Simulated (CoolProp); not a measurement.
Model: reference Helmholtz-energy equation of state, Thol 2012, in CoolProp.

**Question.** Give the vapour pressure (kPa), liquid density (kg/m³), enthalpy of vaporisation (kJ/kg), liquid cp (kJ/(kg K)) of saturated benzene at 47.35, 62.85 °C.

**Answer.** 
```json
[
 {"T (°C)": "47.35", "p (kPa)": "32.7", "liquid density (kg/m³)": "849", "enthalpy of vaporisation (kJ/kg)": "418", "liquid cp (kJ/(kg K))": "1.80"},
 {"T (°C)": "62.85", "p (kPa)": "57.7", "liquid density (kg/m³)": "833", "enthalpy of vaporisation (kJ/kg)": "406", "liquid cp (kJ/(kg K))": "1.85"}
]
```
